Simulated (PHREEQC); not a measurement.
A solution holds 0.0034 mol HF, 0.00068 mol H2SiF6, 0.0019 mol H3AsO4 and 0.14 mol HNO3 per kg of water, at 25 °C. Closed to the air; pH follows from the charge balance.

All values are PHREEQC results (ion-association model, wateq4f.dat), not measurements.

This is a speciation only: nothing precipitates in the calculation.

Estimate the pH.

pH 0.94.

In which forms is Si present?

H4SiO4 53 %, SiF6-2 47 % of the Si.

The solution is supersaturated, for example in Quartz (slow to form), Chalcedony (slow to form), so a real one may precipitate; this is no full list. Complexes and solids missing from the database can't appear. SiF6-2 is the database's only silicon fluoride.
